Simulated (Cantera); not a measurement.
## Nitride etching: AlN + HCl + H2

A closed system holds: 1 mol AlN, a varied amount of HCl, 11 mol H2, equilibrated at 0.0135 Torr.

These are equilibrium values from Cantera (NASA tables, ideal gas, pure condensed phases), not measurements of a reactor. Candidate condensed phases: Al, AlCl3, AlN, NH4Cl; 20 gas species. The tables' values for AlCl2 are old estimates. The numbers say what is thermodynamically allowed, not how fast it happens.

Q: Map the stable condensed phases over T = 552, 652, 752, 852, 952, 1052, 1152, 1252, 1352, 1452, 1552 °C and n(HCl) in mol = 1.7, 2.1, 2.4, 2.8, 3.3, 3.9, 4.6, 5.4, 6.3, 7.4, 8.7, 10, 12.

A: 
```
T in °C \ n(HCl) in mol
         1.7 2.1 2.4 2.8 3.3 3.9 4.6 5.4 6.3 7.4 8.7  10  12
   1552    A   A   A   A   A   A   A   A   A   A   A   A   A
   1452    A   A   A   A   A   A   A   A   A   A   A   A   A
   1352    A   A   A   A   A   A   A   A   A   A   A   A   A
   1252    A   A   A   A   A   A   A   A   A   A   A   A   A
   1152    A   A   A   A   A   A   A   A   A   A   A   A   A
   1052    A   A   A   A   A   A   A   A   A   A   A   A   A
    952    B   B   B   B   A   A   A   A   A   A   A   A   A
    852    B   B   B   B   B   B   A   A   A   A   A   A   A
    752    B   B   B   B   B   B   A   A   A   A   A   A   A
    652    B   B   B   B   B   B   A   A   A   A   A   A   A
    552    B   B   B   B   B   B   B   A   A   A   A   A   A
```
A: gas only; B: AlN.
